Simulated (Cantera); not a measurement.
Input: 1 mol Cr, 0.51 mol NH3, 0.22 mol O2, held at 577 °C and 0.133 bar.

These are equilibrium values from Cantera (NASA tables, ideal gas, pure condensed phases), not measurements of a reactor. Candidate condensed phases: Cr, CrN, Cr2N, Cr2O3, H2O; 29 gas species. Rates play no part.

Base state: H2 1.000, N2 0.000107 (mole fractions); condensed: CrN(s) + Cr2N(s) + Cr2O3(s).

Question: What changes in the equilibrium state with this change: temperature from 577 °C to 2025 °C?

Answer: 
```json
[
 {"species": "H2", "before": "1.000", "after": "0.597"},
 {"species": "N2", "before": "0.000107", "after": "0.211"},
 {"species": "Cr", "before": "<1e-9", "after": "0.141"},
 {"species": "H", "before": "<1e-9", "after": "0.0203"},
 {"species": "H2O", "before": "1.58e-6", "after": "0.0250"},
 {"species": "CrO", "before": "<1e-9", "after": "0.00533"},
 {"species": "OH", "before": "<1e-9", "after": "0.000136"},
 {"species": "CrN(s), mol", "before": "0.313", "after": "0"},
 {"species": "Cr2N(s), mol", "before": "0.197", "after": "0"},
 {"species": "Cr2O3(s), mol", "before": "0.147", "after": "0.134"},
 {"species": "Cr(l), mol", "before": "0", "after": "0.554"}
]
```
Mutual solubility and eutectic melting of coexisting phases are not modelled.

Question: What changes in the equilibrium state with this change: pressure from 0.133 bar to 13.3 mbar?

Answer: 
| species | before | after |
|---|---|---|
| H2 | 1.000 | 0.999 |
| N2 | 0.000107 | 0.00107 |
| CrN(s), mol | 0.313 | 0.310 |
| Cr2N(s), mol | 0.197 | 0.198 |
| Cr2O3(s), mol | 0.147 | 0.147 |

Question: What changes in the equilibrium state with this change: temperature from 577 °C to 1927 °C?

Answer: 
```csv
species,before,after
H2,1.000,0.670
N2,0.000107,0.232
Cr,<1e-9,0.0627
H,<1e-9,0.0126
H2O,1.58e-6,0.0203
CrO,<1e-9,0.00157
OH,<1e-9,5.33e-5
CrO2,<1e-9,1.62e-5
"CrN(s), mol",0.313,0
"Cr2N(s), mol",0.197,0
"Cr2O3(s), mol",0.147,0.139
"Cr(l), mol",0,0.652
```
Mutual solubility and eutectic melting of coexisting phases are not modelled.
